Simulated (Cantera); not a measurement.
A closed system holds: 1 mol Ta2O5, 0.78 mol C, 0.08 mol CO, equilibrated at 1277 °C and 10.0 mbar.

Equilibrium computed with Cantera from the NASA thermochemical tables; the gas is ideal and each condensed phase is pure. Candidate condensed phases: C, Ta, TaC, Ta2O5; 15 gas species. Mutual solubility and eutectic melting of coexisting phases are not modelled. TaC: taken at fixed stoichiometry. Condensed phases not in the tables: Ta2C. Kinetics and transport are ignored.

Base state: CO 0.999, CO2 0.000555 (mole fractions); condensed: TaC(s) + Ta2O5(s).

Question: What changes in the equilibrium state with this change: pressure from 10.0 mbar to 2.00 bar?

Answer: 
```json
[
 {"species": "CO", "before": "0.999", "after": "0.997"},
 {"species": "CO2", "before": "0.000555", "after": "0.00251"},
 {"species": "TaC(s), mol", "before": "0.223", "after": "0.223"},
 {"species": "Ta2O5(s), mol", "before": "0.889", "after": "0.888"}
]
```
